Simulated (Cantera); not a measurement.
A perfectly stirred reactor is fed with H2 : O2 : N2 = 1 : 0.667 : 2.51 (molar parts), equivalence ratio 0.75, at 7.01 atm; it is adiabatic with a 375 K inlet, and is followed from long to short residence time, starting on the burning branch (τ in s: 0.035, 0.021, 0.013, 0.0075, 0.0045, 0.0027, 0.0016, 0.00099, 0.00059, 0.00036, 0.00021, 0.00013, 7.7e-05).

Computed with Cantera and the H2/O2 subset of GRI-Mech 3.0, which has no nitrogen chemistry. The hydrogen kinetics of GRI-Mech 3.0 are dated; newer H2 mechanisms differ, most at raised pressure.

**Question.** What does this change do: O2 0.667 to 0.44 parts?

**Answer.** 
| quantity | before | after |
|---|---|---|
| blow-out, bracketed by the residence times tried | burning at 77.0 µs, the shortest tried | burning at 77.0 µs, the shortest tried |
| x(H2) at τ = 35.0 ms | 0.000488 | 0.0343 |
| x(O2) at τ = 35.0 ms | 0.0448 | 7.58e-5 |
| x(O) at τ = 35.0 ms | 0.000184 | 4.70e-6 |
| x(H) at τ = 35.0 ms | 4.13e-5 | 0.000514 |
| x(OH) at τ = 35.0 ms | 0.00306 | 0.000420 |
| x(H2) at τ = 1.60 ms | 0.00116 | 0.0351 |
| x(O2) at τ = 1.60 ms | 0.0447 | 0.000568 |
| x(O) at τ = 1.60 ms | 0.000348 | 6.78e-5 |
| x(H) at τ = 1.60 ms | 0.000126 | 0.00201 |
| x(OH) at τ = 1.60 ms | 0.00410 | 0.00154 |
